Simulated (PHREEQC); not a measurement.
Make-up at 20 °C: 35 mmol/kgw CuSO4, 0.1 mmol/kgw HCl and 3.5 mmol/kgw H3BO3. Closed to the air; pH follows from the charge balance.

All values are PHREEQC results (ion-association model, wateq4f.dat), not measurements.

Question: The ionic strength comes out as 0.0834 mol/kgw. What activity coefficients do Cu+2, H+, Cu2(OH)2+2, SO4-2, HSO4- get?

Answer: Cu+2 0.42, H+ 0.83, Cu2(OH)2+2 0.40, SO4-2 0.40, HSO4- 0.79.

This is a speciation only: nothing precipitates in the calculation. The solution is supersaturated, for example in Antlerite, Brochantite, so a real one may precipitate; this is no full list. Complexes and solids missing from the database can't appear.
